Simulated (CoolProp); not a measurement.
Properties of n-butane along the isobar 2.73 MPa (Tc = 152.0 °C, pc = 3.796 MPa, ω = 0.201).

Values from CoolProp's reference Helmholtz-energy equation of state, Bücker 2006.

```json
[
 {"T (°C)": "64.05", "phase": "liquid", "isothermal compressibility (1/MPa)": "0.005132", "fugacity coefficient": "0.2416"},
 {"T (°C)": "98.05", "phase": "liquid", "isothermal compressibility (1/MPa)": "0.01089", "fugacity coefficient": "0.4497"},
 {"T (°C)": "165.95", "phase": "gas", "isothermal compressibility (1/MPa)": "0.5416", "fugacity coefficient": "0.7877"},
 {"T (°C)": "199.95", "phase": "gas", "isothermal compressibility (1/MPa)": "0.4656", "fugacity coefficient": "0.8371"},
 {"T (°C)": "233.95", "phase": "gas", "isothermal compressibility (1/MPa)": "0.4317", "fugacity coefficient": "0.8732"},
 {"T (°C)": "267.85", "phase": "gas", "isothermal compressibility (1/MPa)": "0.4123", "fugacity coefficient": "0.9003"},
 {"T (°C)": "301.85", "phase": "gas", "isothermal compressibility (1/MPa)": "0.3999", "fugacity coefficient": "0.9214"}
]
```
